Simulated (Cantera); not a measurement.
A closed system holds: 1 mol Fe₂O₃, 1.6 mol CO, a varied amount of H₂, at 900 K and 1.30 bar.

These are equilibrium values from Cantera (NASA tables, ideal gas, pure condensed phases), not measurements of a reactor. Candidate condensed phases: C, C₆H₆, C₇H₈, C₈H₁₈, Fe, Fe(CO)₅, FeO, Fe(OH)₂, Fe(OH)₃, Fe₂O₃, Fe₃O₄, H₂O; 114 gas species. The tables' stoichiometric FeO is somewhat more stable than real wüstite, so its field is too wide. FeO: taken at fixed stoichiometry. The numbers say what is thermodynamically allowed, not how fast it happens.

x: gas mole fraction; n: condensed amount in mol.

```json
[
 {"n(H₂) (mol)": "1.1", "x H₂": "0.242", "x CO₂": "0.348", "x CO": "0.219", "x H₂O": "0.167", "x CH₄": "0.0238", "x C₂H₆": "1.56e-7", "x C₂H₄": "2.69e-8", "n C(graphite)": "0.181", "n FeO(s)": "2.00"},
 {"n(H₂) (mol)": "1.5", "x H₂": "0.295", "x CO₂": "0.286", "x CO": "0.198", "x H₂O": "0.185", "x CH₄": "0.0354", "x C₂H₆": "2.83e-7", "x C₂H₄": "4.00e-8", "n C(graphite)": "0.185", "n FeO(s)": "2.00"},
 {"n(H₂) (mol)": "2.1", "x H₂": "[?]", "x CO₂": "[?]", "x CO": "[?]", "x H₂O": "0.196", "x CH₄": "[?]", "x C₂H₆": "[?]", "x C₂H₄": "[?]", "n C(graphite)": "[?]", "n FeO(s)": "2.00"},
 {"n(H₂) (mol)": "3", "x H₂": "0.423", "x CO₂": "0.159", "x CO": "0.148", "x H₂O": "0.198", "x CH₄": "0.0726", "x C₂H₆": "8.30e-7", "x C₂H₄": "8.19e-8", "n C(graphite)": "0.113", "n FeO(s)": "2.00"},
 {"n(H₂) (mol)": "4.2", "x H₂": "[?]", "x CO₂": "[?]", "x CO": "[?]", "x H₂O": "0.189", "x CH₄": "0.0943", "x C₂H₆": "1.23e-6", "x C₂H₄": "[?]", "n C(graphite)": "0", "n FeO(s)": "2.00"},
 {"n(H₂) (mol)": "5.9", "x H₂": "0.554", "x CO₂": "0.0690", "x CO": "0.0872", "x H₂O": "0.190", "x CH₄": "0.0996", "x C₂H₆": "1.19e-6", "x C₂H₄": "9.00e-8", "n C(graphite)": "0", "n FeO(s)": "2.00"},
 {"n(H₂) (mol)": "8.2", "x H₂": "0.623", "x CO₂": "0.0389", "x CO": "0.0580", "x H₂O": "0.182", "x CH₄": "0.0986", "x C₂H₆": "1.04e-6", "x C₂H₄": "6.97e-8", "n C(graphite)": "0", "n FeO(s)": "2.00"},
 {"n(H₂) (mol)": "12", "x H₂": "0.702", "x CO₂": "0.0169", "x CO": "0.0323", "x H₂O": "0.159", "x CH₄": "0.0896", "x C₂H₆": "7.62e-7", "x C₂H₄": "4.54e-8", "n C(graphite)": "0", "n FeO(s)": "2.00"}
]
```

Question: What belongs in the gaps?

Answer: 
- 4.2, x H₂: 0.483
- 4.2, x CO₂: 0.111
- 4.2, x CO: 0.123
- 4.2, x C₂H₄: 1.06e-7
- 2.1, x H₂: 0.357
- 2.1, x CO₂: 0.221
- 2.1, x CO: 0.174
- 2.1, x CH₄: 0.0516
- 2.1, x C₂H₆: 4.98e-7
- 2.1, x C₂H₄: 5.83e-8
- 2.1, n C(graphite): 0.170
